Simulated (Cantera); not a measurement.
Charge: 1 mol SO₂, 0.7 mol O₂, equilibrated at 1975 °C and 11000 Pa.

These are equilibrium values from Cantera (NASA tables, ideal gas, pure condensed phases), not measurements of a reactor. Kinetics and transport are ignored.

```
species    before    after
-------  --------  -------
O         0.00702    0.492
SO        0.00301    0.184
O₂          0.408    0.163
SO₂         0.582   0.0884
S         4.46e-6   0.0717
S₂        1.20e-8  0.00101
S₂O       2.25e-8  3.84e-5
SO₃      0.000374  6.77e-6
```
Gas species are given as mole fractions.

Problem. Which change was made?
A. pressure from 11000 Pa to 100000 Pa
B. temperature from 1975 °C to 675 °C
C. temperature from 1975 °C to 3150 °C
D. pressure from 11000 Pa to 1000 Pa

Solution. C, temperature from 1975 °C to 3150 °C
